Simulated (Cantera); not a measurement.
What does this Cantera script print?

```python
import numpy as np
import cantera as ct

gas_names = """
    O VO2 NO O3
""".split()
cond_names = """
    V(cr) V(L) VN(s)
""".split()


# ... load() reads the species with a 1 bar reference pressure and builds the phases ...
species = {s.name: s for s in load("nasa_gas.yaml", gas_names) + load("nasa_condensed.yaml", cond_names)}
# Each term lists the table entries of one substance; the one whose range holds T is used.
reactions = {
    '2 O(g) + V = VO2(g)':
        [(-2, ['O']), (-1, ['V(cr)', 'V(L)']), (1, ['VO2'])],
    '3 NO(g) + 3 V = O3(g) + 3 VN':
        [(-3, ['NO']), (-3, ['V(cr)', 'V(L)']), (1, ['O3']), (3, ['VN(s)'])],
}


def pick(names, T):
    return next(species[n] for n in names if species[n].thermo.min_temp <= T <= species[n].thermo.max_temp)


results = []
for label, terms in reactions.items():
    print(label)
    print("     T/K   dH/kJ  dS/(J/K)   dG/kJ   log10 K")
    for T in [500, 650, 800, 950, 1100, 1250, 1400, 1550, 1700, 1850, 2000]:
        used = [(nu, pick(names, T)) for nu, names in terms]
        dH = sum(nu * s.thermo.h(T) for nu, s in used) / 1e6
        dS = sum(nu * s.thermo.s(T) for nu, s in used) / 1e3
        dG = dH - T * dS / 1e3
        logK = -dG * 1e6 / (ct.gas_constant * T * np.log(10))
        results.append((label, T, dH, dS, dG, logK, [s.name for _, s in used]))
        print(f"{T:8g} {dH:8.1f} {dS:8.1f} {dG:8.1f} {logK:8.2f}")
```

Result:

```
2 O(g) + V = VO2(g)
     T/K   dH/kJ  dS/(J/K)   dG/kJ   log10 K
     500   -735.4    -97.2   -686.8    71.75
     650   -738.1   -101.9   -671.8    53.99
     800   -740.5   -105.3   -656.3    42.85
     950   -742.9   -108.1   -640.3    35.20
    1100   -745.4   -110.5   -623.9    29.63
    1250   -748.0   -112.6   -607.2    25.37
    1400   -750.7   -114.7   -590.1    22.02
    1550   -753.6   -116.6   -572.8    19.30
    1700   -756.7   -118.6   -555.1    17.06
    1850   -760.0   -120.4   -537.2    15.17
    2000   -763.6   -122.3   -519.0    13.55
3 NO(g) + 3 V = O3(g) + 3 VN
     T/K   dH/kJ  dS/(J/K)   dG/kJ   log10 K
     500   -782.8   -367.1   -599.3    62.60
     650   -780.1   -362.4   -544.6    43.76
     800   -776.7   -357.7   -490.6    32.03
     950   -773.2   -353.7   -437.2    24.04
    1100   -769.5   -350.1   -384.4    18.25
    1250   -765.9   -347.0   -332.2    13.88
    1400   -762.4   -344.3   -280.3    10.46
    1550   -758.7   -341.9   -228.8     7.71
    1700   -754.9   -339.5   -177.7     5.46
    1850   -751.0   -337.3   -127.0     3.59
    2000   -746.9   -335.2    -76.5     2.00
```

Cantera with NASA thermochemical tables; ideal gases at 1 bar, condensed phases pure. VN: taken at fixed stoichiometry. Condensed species are held in their standard states even where they would react or evaporate.
